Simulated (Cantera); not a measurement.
Mixture: 14.4 % CH4, 18.0 % O2, 67.6 % N2, at 17.0 bar, adiabatic and at constant volume. Ignition delay is the time to a rise of 400 K.

Cantera simulation using GRI-Mech 3.0 (53 species, 325 reactions); the numbers are that mechanism's predictions, not measurements. The pressure lies above the range GRI-Mech 3.0 was tuned for (to about 10 atm).

Predict: delay at 1200 K; delay at 1300 K; delay at 1400 K; delay at 1500 K; apparent activation energy between 1450 and 1550 K.


```json
{
  "delay at 1200 K": "3.11 ms",
  "delay at 1300 K": "0.985 ms",
  "delay at 1400 K": "0.345 ms",
  "delay at 1500 K": "0.131 ms",
  "apparent activation energy between 1450 and 1550 K": "180 kJ/mol"
}
```
